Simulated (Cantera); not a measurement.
**Catalytic combustion on Pt**

An isothermal plug-flow reactor at 1323 K and 0.790 atm (inlet), inlet velocity 2.6 m/s, active area per volume 400 1/m; feed CH4 : O2 : N2 : H2O = 0.0023 : 0.085 : 0.79 : 0.0053 (molar parts), equivalence ratio 0.054.

Cantera simulation using Deutschmann's 1995 Pt surface mechanism with GRI-Mech 3.0 gas chemistry; the numbers are that mechanism's predictions, not measurements. Catalytic surfaces can have several steady states; this one follows from the mechanism file's or the stated starting coverage. Mass transfer to the wall is taken as infinitely fast.

| z (m) | x CH4 | x O2 | x H2O | x CO2 | x CO | θ free Pt | θ O* |
|---|---|---|---|---|---|---|---|
| 0.00014 | 0.00255 | 0.0962 | 0.00611 | 4.51e-5 | 5.37e-6 | 0.569 | 0.430 |
| 0.00027 | 0.00250 | 0.0961 | 0.00620 | 9.05e-5 | 5.86e-6 | 0.569 | 0.430 |
| 0.00051 | 0.00241 | 0.0959 | 0.00637 | 0.000173 | 5.79e-6 | 0.569 | 0.430 |
| 0.00099 | 0.00223 | 0.0956 | 0.00670 | 0.000331 | 5.50e-6 | 0.569 | 0.430 |
| 0.0019 | 0.00193 | 0.0951 | 0.00726 | 0.000602 | 4.99e-6 | 0.570 | 0.430 |
| 0.0037 | 0.00143 | 0.0941 | 0.00819 | 0.00104 | 4.16e-6 | 0.570 | 0.429 |
| 0.0071 | 0.000811 | 0.0929 | 0.00939 | 0.00163 | 3.04e-6 | 0.571 | 0.429 |
| 0.014 | 0.000249 | 0.0918 | 0.0105 | 0.00221 | 1.48e-6 | 0.571 | 0.428 |
x: gas mole fraction; θ: surface coverage.
